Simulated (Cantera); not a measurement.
Feed: 1 mol C2H6, 0.13 mol H2O, 7.1 mol H2, 1.8 mol NH3, at 1 atm.

These are equilibrium values from Cantera (NASA tables, ideal gas, pure condensed phases), not measurements of a reactor. Candidate condensed phases: C, C6H6, C7H8, C8H18, H2O; 136 gas species. Kinetics and transport are ignored. All values below are at 1848 K.

Base state: H2 0.924, N2 0.0635, CO 0.00931, HCN 0.00187, CH4 0.000570, H 0.000506, C2H2 (acetylene) 0.000238, HNC 7.87e-5 (mole fractions); condensed: C(graphite).

Task: What changes in the equilibrium state with this change: pressure from 1 atm to 13.3 mbar?

Result: 
| species | before | after |
|---|---|---|
| H2 | 0.924 | 0.921 |
| N2 | 0.0635 | 0.0634 |
| CO | 0.00931 | 0.00929 |
| H | 0.000506 | 0.00441 |
| CH4 | 0.000570 | 7.45e-6 |
| C2H2 (acetylene) | 0.000238 | 0.000237 |
| HNC | 7.87e-5 | 7.85e-5 |
| C(graphite), mol | 1.83 | 1.84 |

Task: What changes in the equilibrium state with this change: C2H6 replaced by C2H5OH?

Result: 
```
species             before     after
----------------  --------  --------
H2                   0.924     0.862
CO                 0.00931    0.0755
N2                  0.0635    0.0593
H2O                1.97e-6   1.49e-5
CH4               0.000570  0.000496
HNC                7.87e-5   7.35e-5
C(graphite), mol      1.83     0.829
```
